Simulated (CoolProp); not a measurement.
Values from CoolProp's reference Helmholtz-energy equation of state, Wu 2012.

### Question
For fluoroethane (R161), give the phase and the Z, cv (kJ/(kg K)), Joule-Thomson coefficient (K/MPa), fugacity coefficient at 403.4 K and 18.8 bar.

### Answer
- 403.4 K and 18.8 bar: gas; Z 0.889, cv 1.44, Joule-Thomson coefficient 8.83, fugacity coefficient 0.898
